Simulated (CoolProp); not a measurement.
R404A at 298.15 K and 0.649 MPa is throttled through a valve to 0.393 MPa with no heat exchange. Each further row changes one setting.

Computed with CoolProp (reference Helmholtz-energy equation of state, Lemmon 2003). It is a pseudo-pure fit of the blend.

```
case                       temperature change (K)  final density (kg/m³)
-------------------------  ----------------------  ---------------------
as stated                                     ___                    ___
outlet pressure 0.118 MPa                   -10.1                    ___
outlet pressure 0.511 MPa                     ___                    ___
```

Problem. Complete the blanks.

Solution. 
- as stated, temperature change (K): -4.8
- as stated, final density (kg/m³): 16.9
- outlet pressure 0.118 MPa, final density (kg/m³): 4.92
- outlet pressure 0.511 MPa, temperature change (K): -2.6
- outlet pressure 0.511 MPa, final density (kg/m³): 22.4
